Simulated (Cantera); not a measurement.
Cantera run:

```python
import numpy as np
import cantera as ct

gas_names = """
    H HO2 H2 H2O H2O2 O OH O2 O3 Pb PbO Pb2
""".split()
cond_names = """
    H2O(s) H2O(L) Pb(cr) Pb(L) PbO(rd) PbO(yw) PbO(L) PbO2(s) Pb3O4(s)
""".split()


def load(file, names, dense=False):
    # The tables refer to 1 bar. Condensed volumes are neglected.
    table = {s.name: s for s in ct.Species.list_from_file(file)}
    out = []
    for n in names:
        d = dict(table[n].input_data)
        d["thermo"] = dict(d["thermo"], **{"reference-pressure": 1e5})
        if dense:
            d["equation-of-state"] = {"model": "constant-volume", "density": "1e6 g/cm^3"}
        out.append(ct.Species.from_dict(d))
    return out


gas = ct.Solution(thermo="ideal-gas", species=load("nasa_gas.yaml", gas_names))
cond = {s.name: ct.Solution(thermo="fixed-stoichiometry", species=[s], name=s.name)
        for s in load("nasa_condensed.yaml", cond_names, dense=True)}
atoms = {
    'Pb': {'Pb': 1},
    'O2': {'O': 2},
    'H2': {'H': 2},
}
top_T = {'Pb3O4(s)': 820}  # K; cautious upper limits of use, not melting points


def equilibrate(T, P, feed):
    n = {}
    for name, mol in feed.items():
        for a, k in atoms[name].items():
            n[a] = n.get(a, 0.0) + k * mol
    gas.TPX = T, P, n
    mass = sum(n.values()) * gas.mean_molecular_weight
    gas.equilibrate("TP")
    valid = [c for c in cond.values() if c.min_temp <= T <= top_T.get(c.name, c.max_temp)]
    mix = ct.Mixture([(gas, mass / gas.mean_molecular_weight)] + [(c, 0.0) for c in valid])
    mix.T, mix.P = T, P
    mix.equilibrate("TP", solver="vcs", rtol=1e-11, max_steps=5000)
    return mix


results = []
P = 1000  # Pa
for T in [550, 625, 700, 775, 850, 925, 1000, 1075, 1150, 1225, 1300, 1375]:
    for m in [0.024, 0.038, 0.06, 0.096, 0.15, 0.25, 0.4, 0.63, 1]:
        feed = {'Pb': 1, 'O2': m, 'H2': 0.11}  # mol
        mix = equilibrate(T, P, feed)
        results.append((T, P, feed, dict(zip(mix.species_names, mix.species_moles))))

for T, P, feed, n in results:
    print(f"{T:7g} {feed['O2']:10.4g}  " + (" + ".join(c for c in cond_names if n.get(c, 0) > 1e-12) or "gas only"))
```

Output:

```
    550      0.024  Pb(cr)
    550      0.038  Pb(cr)
    550       0.06  Pb(cr) + PbO(rd)
    550      0.096  Pb(cr) + PbO(rd)
    550       0.15  Pb(cr) + PbO(rd)
    550       0.25  Pb(cr) + PbO(rd)
    550        0.4  Pb(cr) + PbO(rd)
    550       0.63  PbO(rd)
    550          1  Pb3O4(s)
    625      0.024  Pb(L)
    625      0.038  Pb(L)
    625       0.06  Pb(L) + PbO(rd)
    625      0.096  Pb(L) + PbO(rd)
    625       0.15  Pb(L) + PbO(rd)
    625       0.25  Pb(L) + PbO(rd)
    625        0.4  Pb(L) + PbO(rd)
    625       0.63  PbO(rd)
    625          1  PbO(rd)
    700      0.024  Pb(L)
    700      0.038  Pb(L)
    700       0.06  Pb(L) + PbO(rd)
    700      0.096  Pb(L) + PbO(rd)
    700       0.15  Pb(L) + PbO(rd)
    700       0.25  Pb(L) + PbO(rd)
    700        0.4  Pb(L) + PbO(rd)
    700       0.63  PbO(rd)
    700          1  PbO(rd)
    775      0.024  Pb(L)
    775      0.038  Pb(L)
    775       0.06  Pb(L) + PbO(yw)
    775      0.096  Pb(L) + PbO(yw)
    775       0.15  Pb(L) + PbO(yw)
    775       0.25  Pb(L) + PbO(yw)
    775        0.4  Pb(L) + PbO(yw)
    775       0.63  PbO(yw)
    775          1  PbO(yw)
    850      0.024  Pb(L)
    850      0.038  Pb(L)
    850       0.06  Pb(L) + PbO(yw)
    850      0.096  Pb(L) + PbO(yw)
    850       0.15  Pb(L) + PbO(yw)
    850       0.25  Pb(L) + PbO(yw)
    850        0.4  Pb(L) + PbO(yw)
    850       0.63  PbO(yw)
    850          1  PbO(yw)
    925      0.024  Pb(L)
    925      0.038  Pb(L)
    925       0.06  Pb(L) + PbO(yw)
    925      0.096  Pb(L) + PbO(yw)
    925       0.15  Pb(L) + PbO(yw)
    925       0.25  Pb(L) + PbO(yw)
    925        0.4  Pb(L) + PbO(yw)
    925       0.63  PbO(yw)
    925          1  PbO(yw)
   1000      0.024  Pb(L)
   1000      0.038  Pb(L)
   1000       0.06  Pb(L) + PbO(yw)
   1000      0.096  Pb(L) + PbO(yw)
   1000       0.15  Pb(L) + PbO(yw)
   1000       0.25  Pb(L) + PbO(yw)
   1000        0.4  Pb(L) + PbO(yw)
   1000       0.63  PbO(yw)
   1000          1  PbO(yw)
   1075      0.024  Pb(L)
   1075      0.038  Pb(L)
   1075       0.06  Pb(L) + PbO(yw)
   1075      0.096  Pb(L) + PbO(yw)
   1075       0.15  Pb(L) + PbO(yw)
   1075       0.25  Pb(L) + PbO(yw)
   1075        0.4  Pb(L) + PbO(yw)
   1075       0.63  PbO(yw)
   1075          1  PbO(yw)
   1150      0.024  Pb(L)
   1150      0.038  Pb(L)
   1150       0.06  Pb(L) + PbO(yw)
   1150      0.096  Pb(L) + PbO(yw)
   1150       0.15  Pb(L) + PbO(yw)
   1150       0.25  Pb(L) + PbO(yw)
   1150        0.4  Pb(L) + PbO(yw)
   1150       0.63  PbO(yw)
   1150          1  PbO(yw)
   1225      0.024  Pb(L)
   1225      0.038  Pb(L)
   1225       0.06  Pb(L) + PbO(L)
   1225      0.096  Pb(L) + PbO(L)
   1225       0.15  Pb(L) + PbO(L)
   1225       0.25  Pb(L) + PbO(L)
   1225        0.4  Pb(L) + PbO(L)
   1225       0.63  PbO(L)
   1225          1  PbO(L)
   1300      0.024  Pb(L)
   1300      0.038  Pb(L)
   1300       0.06  Pb(L) + PbO(L)
   1300      0.096  Pb(L) + PbO(L)
   1300       0.15  Pb(L) + PbO(L)
   1300       0.25  Pb(L) + PbO(L)
   1300        0.4  Pb(L) + PbO(L)
   1300       0.63  PbO(L)
   1300          1  PbO(L)
   1375      0.024  Pb(L)
   1375      0.038  Pb(L)
   1375       0.06  Pb(L)
   1375      0.096  Pb(L)
   1375       0.15  Pb(L) + PbO(L)
   1375       0.25  Pb(L) + PbO(L)
   1375        0.4  PbO(L)
   1375       0.63  PbO(L)
   1375          1  PbO(L)
```

These are equilibrium values from Cantera (NASA tables, ideal gas, pure condensed phases), not measurements of a reactor. Each liquid is taken as pure. Mutual solubility and eutectic melting of coexisting phases are not modelled.
